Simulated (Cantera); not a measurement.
Mixture: CH4 : C2H6 : O2 : N2 : H2O = 1 : 0.24 : 3.64 : 13.7 : 0.49 (molar parts), at 760 Torr, adiabatic and at constant pressure. Ignition delay is the time to a rise of 400 K.

Detailed kinetics in Cantera: GRI-Mech 3.0 (53 species, 325 reactions).

Problem. What does this change do: CH4 1 to 1.3 parts?

Solution. 
| quantity | before | after |
|---|---|---|
| delay at 1200 K | 2.64 ms | 3.05 ms |
| delay at 1400 K | 0.306 ms | 0.396 ms |
| delay at 1600 K | 72.2 µs | 86.2 µs |
| delay at 1800 K | 24.3 µs | 27.4 µs |
| delay at 2000 K | 11.3 µs | 12.3 µs |
| apparent activation energy between 1900 and 2100 K | 110 kJ/mol | 110 kJ/mol |

Problem. What does this change do: CH4 1 to 2.1 parts?

Solution. 
```json
[
 {"quantity": "delay at 1200 K", "before": "2.64 ms", "after": "5.63 ms"},
 {"quantity": "delay at 1400 K", "before": "0.306 ms", "after": "0.740 ms"},
 {"quantity": "delay at 1600 K", "before": "72.2 µs", "after": "0.128 ms"},
 {"quantity": "delay at 1800 K", "before": "24.3 µs", "after": "35.7 µs"},
 {"quantity": "delay at 2000 K", "before": "11.3 µs", "after": "15.2 µs"},
 {"quantity": "apparent activation energy between 1900 and 2100 K", "before": "110 kJ/mol", "after": "120 kJ/mol"}
]
```
